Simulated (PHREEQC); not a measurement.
Consider water at 80 °C with 0.0015 mol/kgw Zn(NO3)2, 4.7e-05 mol/kgw KNO3 and 0.3 mol/kgw Na2SO4. Closed to the air; pH follows from the charge balance.

Model: ion-association model, wateq4f.dat, run in PHREEQC.

This is a speciation only: nothing precipitates in the calculation.

Problem. Order these S species by the share of S that they hold, largest first: NaSO4-, SO4-2, ZnSO4, Zn(SO4)2-2.

Solution. SO4-2 (65 %), NaSO4- (34 %), Zn(SO4)2-2 (0.31 %), ZnSO4 (0.21 %)

The pH is 6.34 and the ionic strength 0.694 mol/kgw. At this temperature some constants are extrapolated from 25 °C, and those without enthalpy data are left unchanged.
